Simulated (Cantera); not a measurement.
An adiabatic, constant-pressure homogeneous reactor starts with 6.12 % CH4, 19.8 % O2, 74.1 % N2, at 1000 K and 4280 Torr.

Cantera simulation using GRI-Mech 3.0 (53 species, 325 reactions); the numbers are that mechanism's predictions, not measurements.

x: mole fraction; the columns are a selection and need not sum to one.

```json
[
 {"t (s)": "7.00e-6", "T (K)": "1000", "x CH4": "0.0612", "x O2": "0.198", "x CO": "<1e-12", "x CO2": "<1e-12", "x H2O2": "<1e-12", "x H2": "<1e-12"},
 {"t (s)": "1.86e-5", "T (K)": "1000", "x CH4": "0.0612", "x O2": "0.198", "x CO": "<1e-12", "x CO2": "<1e-12", "x H2O2": "1.40e-12", "x H2": "<1e-12"},
 {"t (s)": "4.93e-5", "T (K)": "1000", "x CH4": "0.0612", "x O2": "0.198", "x CO": "<1e-12", "x CO2": "<1e-12", "x H2O2": "9.74e-12", "x H2": "<1e-12"},
 {"t (s)": "0.000131", "T (K)": "1000", "x CH4": "0.0612", "x O2": "0.198", "x CO": "<1e-12", "x CO2": "<1e-12", "x H2O2": "6.74e-11", "x H2": "3.17e-12"},
 {"t (s)": "0.000347", "T (K)": "1000", "x CH4": "0.0612", "x O2": "0.198", "x CO": "<1e-12", "x CO2": "<1e-12", "x H2O2": "4.54e-10", "x H2": "2.46e-11"},
 {"t (s)": "0.000921", "T (K)": "1000", "x CH4": "0.0612", "x O2": "0.198", "x CO": "1.58e-11", "x CO2": "<1e-12", "x H2O2": "2.84e-9", "x H2": "2.25e-10"},
 {"t (s)": "0.00244", "T (K)": "1000", "x CH4": "0.0612", "x O2": "0.198", "x CO": "3.90e-10", "x CO2": "1.71e-12", "x H2O2": "1.50e-8", "x H2": "2.70e-9"},
 {"t (s)": "0.00648", "T (K)": "1000", "x CH4": "0.0612", "x O2": "0.198", "x CO": "1.19e-8", "x CO2": "4.62e-11", "x H2O2": "5.52e-8", "x H2": "3.54e-8"},
 {"t (s)": "0.0172", "T (K)": "1000", "x CH4": "0.0612", "x O2": "0.198", "x CO": "2.43e-7", "x CO2": "4.38e-10", "x H2O2": "1.25e-7", "x H2": "2.66e-7"},
 {"t (s)": "0.0456", "T (K)": "1000", "x CH4": "0.0612", "x O2": "0.198", "x CO": "[?]", "x CO2": "[?]", "x H2O2": "[?]", "x H2": "[?]"},
 {"t (s)": "0.121", "T (K)": "1015", "x CH4": "0.0593", "x O2": "0.196", "x CO": "0.000528", "x CO2": "4.44e-6", "x H2O2": "3.22e-5", "x H2": "0.000146"},
 {"t (s)": "0.321", "T (K)": "2243", "x CH4": "<1e-12", "x O2": "0.0709", "x CO": "0.000770", "x CO2": "0.0604", "x H2O2": "2.92e-7", "x H2": "0.000284"},
 {"t (s)": "0.852", "T (K)": "2243", "x CH4": "<1e-12", "x O2": "0.0708", "x CO": "0.000769", "x CO2": "0.0604", "x H2O2": "2.92e-7", "x H2": "0.000283"},
 {"t (s)": "2.26", "T (K)": "2243", "x CH4": "<1e-12", "x O2": "0.0708", "x CO": "0.000769", "x CO2": "0.0604", "x H2O2": "2.92e-7", "x H2": "0.000283"},
 {"t (s)": "6.00", "T (K)": "2243", "x CH4": "<1e-12", "x O2": "0.0708", "x CO": "0.000769", "x CO2": "0.0604", "x H2O2": "2.92e-7", "x H2": "0.000283"}
]
```

Task: Some entries are withheld; supply them.

Result: 
- 0.0456, x CO: 3.98e-6
- 0.0456, x CO2: 5.10e-9
- 0.0456, x H2O2: 3.94e-7
- 0.0456, x H2: 2.03e-6
